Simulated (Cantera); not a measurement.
A closed system holds: 1 mol FeS2, 26 mol H2, held at 1575 K and 38.0 Pa.

Cantera equilibrium calculation (NASA polynomials, part measured and part estimated; ideal gas, pure solids and liquids). Candidate condensed phases: Fe, FeS, FeS2, S; 8 gas species. Equilibrium is a limit: real reactors are often held back by kinetics, nucleation or transport.

Base state: H2 0.953, S2 0.0306, H2S 0.00835, SH 0.00367, H 0.00208, Fe 0.00180, S 0.000837 (mole fractions); condensed: Fe(γ).

**Question.** What changes in the equilibrium state with this change: temperature from 1575 K to 1400 K?

**Answer.** 
```tsv
species	before	after
H2	0.953	0.974
H2S	0.00835	0.0127
S2	0.0306	0.0120
Fe	0.00180	3.39e-5
S	0.000837	6.61e-5
H	0.00208	0.000246
SH	0.00367	0.00115
Fe(γ), mol	0.951	0
FeS(s), mol	0	0.999
```
FeS: taken at fixed stoichiometry.
